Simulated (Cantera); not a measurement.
Feed: 1 mol AlN, 0.05 mol C, 0.23 mol N₂, at 1975 °C and 320 Pa.

Equilibrium computed with Cantera from the NASA thermochemical tables; the gas is ideal and each condensed phase is pure. Kinetics and transport are ignored.

| species | before | after |
|---|---|---|
| N₂ | 0.422 | 0.669 |
| Al | 0.578 | 0.330 |
| Al₂ | 0.000103 | 0.000305 |
| CN | 0.000115 | 4.81e-5 |
| C(graphite), mol | 0.0498 | 0.0500 |
| AlN(s), mol | 0 | 0.849 |
Gas species are given as mole fractions.

Question: Name the change that produced these shifts.
A) pressure from 320 Pa to 89000 Pa
B) pressure from 320 Pa to 2900 Pa
C) temperature from 1975 °C to 2527 °C
D) pressure from 320 Pa to 45000 Pa

Answer: B, pressure from 320 Pa to 2900 Pa
